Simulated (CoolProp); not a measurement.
Vapour-liquid equilibrium of propylene (1) + R142b (2) at 0.243 MPa; x and y are mole fractions of (1).

Computed with CoolProp (multi-fluid Helmholtz-energy mixture model, Lemmon 2013 and Lemmon 2006; pair parameters Bell 2016).

```
x     bubble temperature (°C)  y at the bubble point  dew temperature at overall composition x (°C)  liquid density (mol/L)
----  -----------------------  ---------------------  ---------------------------------------------  ----------------------
0.05                     10.4                  0.169                                           13.5                   11.47
0.15                      2.8                  0.421                                           10.9                   11.77
0.25                     -3.4                  0.589                                            8.2                   12.05
0.35                     -8.5                  0.702                                            5.1                   12.31
0.45                    -12.6                  0.781                                            1.8                   12.55
0.55                    -15.9                  0.838                                           -1.9                   12.78
0.65                    -18.7                  0.883                                           -6.1                   13.01
0.75                    -21.1                  0.920                                          -10.9                   13.24
0.85                    -23.3                  0.953                                          -16.6                   13.48
0.95                    -25.3                  0.984                                          -23.1                   13.72
```

No azeotrope shows between x = 0.05 and 0.95.

Pair parameters are fitted to limited data, so mixtures are less certain than the pure fluids.
